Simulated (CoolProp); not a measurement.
Vapour-liquid equilibrium of isobutene (1) + acetone (2) at 256 kPa; x and y are mole fractions of (1).

Computed with CoolProp (multi-fluid Helmholtz-energy mixture model, Lemmon 2005 and Lemmon 2006; pair parameters Bell 2016).

```json
[
 {"x": "0.05", "bubble temperature, mixture model (K)": "344.9", "bubble temperature, Raoult's law (K)": "351.8", "y, mixture model": "0.355", "y, Raoult's law": "0.232"},
 {"x": "0.2", "bubble temperature, mixture model (K)": "318.5", "bubble temperature, Raoult's law (K)": "334.2", "y, mixture model": "(withheld)", "y, Raoult's law": "0.626"},
 {"x": "0.35", "bubble temperature, mixture model (K)": "(withheld)", "bubble temperature, Raoult's law (K)": "321.6", "y, mixture model": "(withheld)", "y, Raoult's law": "0.803"},
 {"x": "0.5", "bubble temperature, mixture model (K)": "302.1", "bubble temperature, Raoult's law (K)": "312.2", "y, mixture model": "0.898", "y, Raoult's law": "0.893"},
 {"x": "0.65", "bubble temperature, mixture model (K)": "299.0", "bubble temperature, Raoult's law (K)": "304.9", "y, mixture model": "(withheld)", "y, Raoult's law": "0.944"},
 {"x": "0.8", "bubble temperature, mixture model (K)": "(withheld)", "bubble temperature, Raoult's law (K)": "298.9", "y, mixture model": "0.946", "y, Raoult's law": "0.975"},
 {"x": "0.95", "bubble temperature, mixture model (K)": "293.5", "bubble temperature, Raoult's law (K)": "294.0", "y, mixture model": "0.982", "y, Raoult's law": "0.995"}
]
```

Question: What belongs in the gaps?

Answer: 
- 0.2, y, mixture model: 0.760
- 0.35, bubble temperature, mixture model (K): 307.3
- 0.35, y, mixture model: 0.860
- 0.65, y, mixture model: 0.922
- 0.8, bubble temperature, mixture model (K): 296.4

The largest gap from Raoult's law is -15.7 K in bubble temperature, at x = 0.2. No azeotrope shows between x = 0.05 and 0.95.

The pair parameters rest on a limited set of measurements; away from them the model extrapolates. With so large a gap from Raoult's law the liquid may split in two, which this calculation doesn't test in full.
